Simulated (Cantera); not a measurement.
A Cantera script and what it prints.

```python
import numpy as np
import cantera as ct

gas_names = """
    B BH BH2 BH3 BN BO BO2 B2 B2O B2O2 B2O3 B3O3H3 H HBO HBO2 HNO HNO2 HNO3 HO2 H2 H2O H2O2 H3B3O6 N NH
    NH2 NH3 NH2OH NO NO2 NO3 N2 N2H2 N2H4 N2O O OH O2 O3
""".split()
cond_names = """
    B(b) B(L) BN(s) B2O3(L) B3O3H3(cr) H2O(s) H2O(L)
""".split()


def load(file, names, dense=False):
    # The tables refer to 1 bar. Condensed volumes are neglected.
    table = {s.name: s for s in ct.Species.list_from_file(file)}
    out = []
    for n in names:
        d = dict(table[n].input_data)
        d["thermo"] = dict(d["thermo"], **{"reference-pressure": 1e5})
        if dense:
            d["equation-of-state"] = {"model": "constant-volume", "density": "1e6 g/cm^3"}
        out.append(ct.Species.from_dict(d))
    return out


gas = ct.Solution(thermo="ideal-gas", species=load("nasa_gas.yaml", gas_names))
cond = {s.name: ct.Solution(thermo="fixed-stoichiometry", species=[s], name=s.name)
        for s in load("nasa_condensed.yaml", cond_names, dense=True)}
atoms = {
    'borazine': {'B': 3, 'N': 3, 'H': 6},
    'H2O': {'H': 2, 'O': 1},
    'H2': {'H': 2},
}
top_T = {'BN(s)': 3200}  # K; cautious upper limits of use, not melting points


def equilibrate(T, P, feed):
    n = {}
    for name, mol in feed.items():
        for a, k in atoms[name].items():
            n[a] = n.get(a, 0.0) + k * mol
    gas.TPX = T, P, n
    mass = sum(n.values()) * gas.mean_molecular_weight
    gas.equilibrate("TP")
    valid = [c for c in cond.values() if c.min_temp <= T <= top_T.get(c.name, c.max_temp)]
    mix = ct.Mixture([(gas, mass / gas.mean_molecular_weight)] + [(c, 0.0) for c in valid])
    mix.T, mix.P = T, P
    mix.equilibrate("TP", solver="vcs", rtol=1e-11, max_steps=5000)
    return mix


results = []
feed = {'borazine': 1, 'H2O': 0.68, 'H2': 39}  # mol
P = 1333.22  # Pa
for T in [1925, 2000, 2075, 2150, 2225, 2300, 2375]:
    mix = equilibrate(T, P, feed)
    results.append((T, P, feed, dict(zip(mix.species_names, mix.species_moles))))
    x = sorted(zip(gas.X, gas.species_names), reverse=True)
    print(f"T = {T:g} K  P = {P:g} Pa  gas = {mix.phase_moles(0):.4g} mol")
    print("   x: " + "  ".join(f"{s} {v:.3e}" for v, s in x if v > 1e-05))
    print("   condensed (mol): " + ("  ".join(f"{mix.phase(i).name} {mix.phase_moles(i):.4g}"
          for i in range(1, mix.n_phases) if mix.phase_moles(i) > 1e-12) or "none"))
```

Result:

```
T = 1925 K  P = 1333.22 Pa  gas = 43.58 mol
   x: H2 9.687e-01  HBO 1.283e-02  H 8.149e-03  N2 7.885e-03  BO 1.685e-03  B2O2 5.196e-04  BH2 1.713e-04  HBO2 1.361e-05  B2O 1.201e-05
   condensed (mol): BN(s) 2.313
T = 2000 K  P = 1333.22 Pa  gas = 43.76 mol
   x: H2 9.618e-01  H 1.381e-02  HBO 1.213e-02  N2 8.828e-03  BO 2.527e-03  BH2 4.501e-04  B2O2 4.163e-04  B2O 3.717e-05
   condensed (mol): B(b) 0.07107  BN(s) 2.227
T = 2075 K  P = 1333.22 Pa  gas = 44.76 mol
   x: H2 9.361e-01  N2 2.596e-02  H 2.232e-02  HBO 1.096e-02  BO 3.536e-03  BH2 6.633e-04  B2O2 3.134e-04  B2O 6.247e-05  B 3.327e-05
   condensed (mol): B(b) 1.61  BN(s) 0.6757
T = 2150 K  P = 1333.22 Pa  gas = 45.43 mol
   x: H2 9.162e-01  H 3.496e-02  N2 3.302e-02  HBO 9.713e-03  BO 4.697e-03  BH2 9.539e-04  B2O2 2.276e-04  B 1.017e-04  B2O 9.822e-05  BH 1.541e-05
   condensed (mol): B(b) 2.267
T = 2225 K  P = 1333.22 Pa  gas = 45.89 mol
   x: H2 8.978e-01  H 5.315e-02  N2 3.268e-02  HBO 8.418e-03  BO 5.933e-03  BH2 1.337e-03  B 2.879e-04  B2O2 1.589e-04  B2O 1.450e-04  BH 3.429e-05
   condensed (mol): B(b) 2.237
T = 2300 K  P = 1333.22 Pa  gas = 46.55 mol
   x: H2 8.723e-01  H 7.828e-02  N2 3.222e-02  BO 7.119e-03  HBO 7.074e-03  BH2 1.814e-03  B 7.606e-04  B2O 2.010e-04  B2O2 1.059e-04  BH 7.196e-05
   condensed (mol): B(b) 2.187
T = 2375 K  P = 1333.22 Pa  gas = 47.46 mol
   x: H2 8.380e-01  H 1.118e-01  N2 3.159e-02  BO 8.160e-03  HBO 5.773e-03  BH2 2.317e-03  B 1.837e-03  B2O 2.564e-04  BH 1.392e-04  B2O2 6.766e-05  BN 1.805e-05
   condensed (mol): B(L) 2.103
```

Equilibrium computed with Cantera from the NASA thermochemical tables; the gas is ideal and each condensed phase is pure. The feed counts by its element totals alone. Mutual solubility and eutectic melting of coexisting phases are not modelled. The tables' values for BH2 are old estimates; treat these amounts as uncertain.
